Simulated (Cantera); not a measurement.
## Moist CO burnout

An isothermal, constant-pressure homogeneous reactor starts with 0.112 % CO, 0.430 % O2, 5.89 % H2O, 93.6 % N2, at 1023 K and 0.800 bar.

Model: GRI-Mech 3.0 (53 species, 325 reactions), integrated in Cantera.

```tsv
t (s)	x CO	x O2	x H2O	x HO2	x H2	x O	x H2O2
3.00e-5	0.00112	0.00430	0.0589	<1e-12	<1e-12	<1e-12	<1e-12
7.73e-5	0.00112	0.00430	0.0589	<1e-12	<1e-12	<1e-12	<1e-12
0.000199	0.00112	0.00430	0.0589	<1e-12	<1e-12	1.15e-12	<1e-12
0.000514	0.00112	0.00430	0.0589	<1e-12	<1e-12	2.35e-12	<1e-12
0.00132	0.00112	0.00430	0.0589	4.55e-12	2.61e-12	4.75e-12	<1e-12
0.00341	0.00112	0.00430	0.0589	4.57e-11	3.01e-11	1.33e-11	<1e-12
0.00879	0.00112	0.00430	0.0589	6.38e-10	4.44e-10	8.28e-11	<1e-12
0.0227	0.00112	0.00430	0.0589	4.98e-8	3.62e-8	5.12e-9	7.63e-11
0.0584	0.00100	0.00426	0.0589	1.77e-6	2.64e-5	9.67e-7	1.69e-7
0.151	0.000468	0.00399	0.0589	1.38e-6	3.90e-5	5.13e-7	1.22e-7
0.388	0.000197	0.00385	0.0590	8.04e-7	1.77e-5	8.84e-8	4.60e-8
1.00	8.67e-5	0.00379	0.0590	4.22e-7	8.02e-6	1.75e-8	1.35e-8
```
x: mole fraction; the columns are a selection and need not sum to one.

Equilibrium at this temperature and pressure: CO 2.70e-12, O2 0.00374, H2O 0.0590, HO2 4.73e-11, H2 1.85e-10, O 2.14e-11, H2O2 1.21e-11 (gas phase only).
